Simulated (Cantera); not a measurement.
A closed system holds: 1 mol MgO, 1.5 mol CO, at 1725 °C and 0.0400 bar.

Cantera equilibrium calculation (NASA polynomials, part measured and part estimated; ideal gas, pure solids and liquids). Candidate condensed phases: C, Mg, MgCO₃, MgO; 15 gas species. Equilibrium is a limit: real reactors are often held back by kinetics, nucleation or transport.

Q: What is the equilibrium state?

A: 
```
Property                                   Result
--------------------------------------  ---------
x(CO)                                       0.982
x(Mg)                                     0.00891
x(CO₂)                                    0.00891
n(MgO(s))                               0.987 mol
gas amount                              1.513 mol
log10 activity of C(graphite) (absent)      -3.95
log10 activity of Mg(l) (absent)            -4.96
```
